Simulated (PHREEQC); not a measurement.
A made-up water analysis in mg/kgw, 35 °C, pH 6.14, pe 11.8: Na 2.21; K 0.000511; Ca 10.5; Mg 0.447; Cl 8.05; S(6) as SO4 4.48; Alkalinity as HCO3 20.2; Cu(2) 0.0445; Cd 0.487; Br 0.144.

Valence states are taken as typed.

Computed with PHREEQC (ion-association model, wateq4f.dat).

Each row changes one thing in this solution. This is a speciation only: nothing precipitates in the calculation.

```csv
case,CO2 (mol/kgw),HCO3- (mol/kgw),SO4-2 (mol/kgw),Cd+2 (mol/kgw),CaSO4 (mol/kgw),CaHCO3+ (mol/kgw),SI of Otavite (CdCO3),SI of Tenorite (CuO)
as made,0.000472,0.000330,4.45e-5,4.17e-6,1.89e-6,1.07e-6,-0.95,-1.31
Mg from 0.447 to 0.894 mg/kgw,0.000471,0.000330,4.43e-5,4.17e-6,1.88e-6,1.07e-6,-0.95,-1.31
all concentrations times 3 at the same typed pH,0.00137,0.000983,0.000125,1.18e-5,1.30e-5,8.56e-6,-0.08,-1.00
temperature from 35 to 15 °C at the same typed pH,0.000607,0.000331,4.49e-5,4.18e-6,1.60e-6,7.89e-7,-1.12,-2.05
Na from 2.21 to 4.42 mg/kgw,0.000471,0.000330,4.45e-5,4.17e-6,1.88e-6,1.07e-6,-0.95,-1.31
```
